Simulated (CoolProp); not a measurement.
n-perfluorohexane along the isobar 5.18 MPa: fugacity coefficient from the reference equation and from simpler models built on Tc = 448.0 K, pc = 1.742 MPa, ω = 0.497; each cubic takes its own stable root.

The numbers come from the reference Helmholtz-energy equation of state, Gao 2022 in CoolProp.

```csv
T (K),phase,reference
377.1,liquid,0.09273
382.3,liquid,0.1034
387.5,liquid,0.1147
392.7,liquid,0.1268
397.9,liquid,0.1395
403.1,liquid,0.1529
408.3,liquid,0.1669
413.5,liquid,0.1815
418.8,liquid,0.1971
424,liquid,0.2128
429.2,liquid,0.2291
434.4,liquid,0.2459
439.6,liquid,0.2631
444.8,liquid,0.2807
450,supercritical,0.2986
```

### Question
How far does each simpler model (Redlich-Kwong, Peng-Robinson) lie from the reference over these 15 states: mean and median of the absolute difference, and the worst?

### Answer
- Redlich-Kwong: mean 29.1 %, median 26.8 %, worst +56.9 % at 377.1 K and 5.18 MPa
- Peng-Robinson: mean 1.9 %, median 2.0 %, worst +2.5 % at 450 K and 5.18 MPa
